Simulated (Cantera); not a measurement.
A closed system holds: 1 mol BaF2, 0.77 mol O2, 2.6 mol H2, held at 1427 °C and 0.460 bar.

Cantera equilibrium calculation (NASA polynomials, part measured and part estimated; ideal gas, pure solids and liquids). Candidate condensed phases: Ba, BaF2, BaO, Ba(OH)2, H2O; 27 gas species. Mutual solubility and eutectic melting of coexisting phases are not modelled. The numbers say what is thermodynamically allowed, not how fast it happens.

Task: What is the equilibrium state?

Result: 
| Quantity | Value |
|---|---|
| x(H2O) | 0.583 |
| x(H2) | 0.405 |
| x(HF) | 0.00678 |
| x(Ba(OH)2) | 0.00265 |
| x(BaF2) | 0.00171 |
| x(H) | 0.000138 |
| x(BaF) | 3.10e-5 |
| x(BaOH) | 2.21e-5 |
| x(OH) | 1.03e-5 |
| n(BaF2(l)) | 0.987 mol |
| n(BaO(s)) | 0.00183 mol |
| gas amount | 2.614 mol |
| log10 activity of Ba(OH)2(l) (absent) | -1.40 |
| log10 activity of Ba(l) (absent) | -7.45 |
